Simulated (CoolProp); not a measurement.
Vapour-liquid equilibrium of propylene (1) + R22 (2) at 223.8 K; x and y are mole fractions of (1).

The numbers come from the multi-fluid Helmholtz-energy mixture model, Lemmon 2013 and Kamei 1995; pair parameters Bell 2016 in CoolProp.

| x | bubble pressure (MPa) | y at the bubble point | dew pressure at overall composition x (MPa) | liquid density (mol/L) |
|---|---|---|---|---|
| 0.05 | 0.07039 | 0.097 | 0.06858 | 16.46 |
| 0.2 | 0.07907 | 0.310 | 0.07451 | 16.09 |
| 0.35 | 0.08517 | 0.459 | 0.08076 | 15.75 |
| 0.5 | 0.08944 | 0.581 | 0.08671 | 15.44 |
| 0.65 | 0.09231 | 0.694 | 0.09135 | 15.15 |
| 0.8 | 0.09388 | 0.811 | 0.09379 | 14.88 |
| 0.95 | 0.09397 | 0.947 | 0.09395 | 14.63 |

y crosses x between x = 0.8 and 0.95: the model has an azeotrope there.

The pair parameters rest on a limited set of measurements; away from them the model extrapolates.
